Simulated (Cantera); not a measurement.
A perfectly stirred reactor is fed with 8.37 % H2, 49.3 % O2, 42.4 % N2, at 65000 Pa; it is held at 1400 K, and followed from long to short residence time.

Model: GRI-Mech 3.0 (53 species, 325 reactions), integrated in Cantera. The temperature is held fixed by assumption; the heat of reaction is taken as removed at once.

One state of this run: x H2 = 0.000251; x O2 = 0.470; x H = 2.00e-5; x O = 0.000417; x NO = 5.15e-7; x H2O = 0.0867. x: mole fraction; the columns are a selection and need not sum to one.

Q: Which value of τ (s) does it belong to?
A) 1.9
B) 0.051
C) 0.021
D) 4.8

A: C, 0.021
